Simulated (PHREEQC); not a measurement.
Model water analysis in mg/L, 20 °C, pH 6.81, pe -0: Na 0.22; K 0.487; Ca 0.311; Mg 0.0993; Cl 0.0441; S(6) as SO4 0.851; Alkalinity as HCO3 1.63; N(-3) as NH4 0.00354; B 0.000101; Sr 0.0181.

Valence states are taken as typed.

All values are PHREEQC results (ion-association model, phreeqc.dat), not measurements.

Precipitation was switched off in this run.

Question: What charge-balance error does the model give?

Answer: charge-balance error 0.7 %.

Question: In which forms is C present?

Answer: HCO3- 73 %, CO2 27 % of the C.
